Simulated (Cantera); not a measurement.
**Equilibrium for halide evaporation, hydrolysis and transport: MgF₂ + H₂O + H₂ + O₂**

Input: 1 mol MgF₂, 0.39 mol H₂O, 1.2 mol H₂, 1.1 mol O₂, at 87.0 Pa.

Cantera equilibrium calculation (NASA polynomials, part measured and part estimated; ideal gas, pure solids and liquids). Candidate condensed phases: H₂O, Mg, MgF₂, MgO, Mg(OH)₂; 31 gas species. Mutual solubility and eutectic melting of coexisting phases are not modelled. Rates play no part.

At 1223 K the condensed part is MgF₂(s) + MgO(s). From 1273 K to 1873 K the condensed part is MgO(s). The main Mg-bearing gas is MgF₂ throughout. The share of Mg in condensed phases is highest at 1223 K (100.0 %) and lowest at 1873 K (94.4 %).

| T (K) | x HF | x H₂O | x O₂ | x MgF₂ | x OH | x O | x H₂ | n MgF₂(s) | n MgO(s) |
|---|---|---|---|---|---|---|---|---|---|
| 1223 | 0.617 | 0.217 | 0.165 | 7.07e-5 | 3.29e-5 | 5.57e-7 | 3.68e-7 | 0.0666 | 0.933 |
| 1273 | 0.647 | 0.191 | 0.162 | 0.000166 | 5.75e-5 | 1.47e-6 | 8.57e-7 | 0 | 0.999 |
| 1323 | 0.647 | 0.191 | 0.162 | 0.000298 | 0.000103 | 3.63e-6 | 2.09e-6 | 0 | 0.999 |
| 1373 | 0.646 | 0.191 | 0.162 | 0.000510 | 0.000176 | 8.40e-6 | 4.78e-6 | 0 | 0.998 |
| 1423 | 0.646 | 0.192 | 0.162 | 0.000838 | 0.000291 | 1.84e-5 | 1.03e-5 | 0 | 0.997 |
| 1473 | 0.645 | 0.192 | 0.162 | 0.00132 | 0.000465 | 3.80e-5 | 2.12e-5 | 0 | 0.996 |
| 1523 | 0.643 | 0.193 | 0.162 | 0.00202 | 0.000721 | 7.52e-5 | 4.16e-5 | 0 | 0.994 |
| 1573 | 0.641 | 0.193 | 0.161 | 0.00300 | 0.00109 | 0.000142 | 7.83e-5 | 0 | 0.991 |
| 1623 | 0.638 | 0.194 | 0.161 | 0.00430 | 0.00160 | 0.000259 | 0.000142 | 0 | 0.987 |
| 1673 | 0.635 | 0.195 | 0.161 | 0.00601 | 0.00230 | 0.000455 | 0.000249 | 0 | 0.981 |
| 1723 | 0.630 | 0.197 | 0.161 | 0.00818 | 0.00324 | 0.000773 | 0.000424 | 0 | 0.975 |
| 1773 | 0.624 | 0.198 | 0.160 | 0.0109 | 0.00448 | 0.00127 | 0.000701 | 0 | 0.966 |
| 1823 | 0.617 | 0.200 | 0.159 | 0.0141 | 0.00608 | 0.00204 | 0.00113 | 0 | 0.956 |
| 1873 | 0.608 | 0.202 | 0.158 | 0.0179 | 0.00812 | 0.00319 | 0.00178 | 0 | 0.944 |
x: gas mole fraction; n: condensed amount in mol.
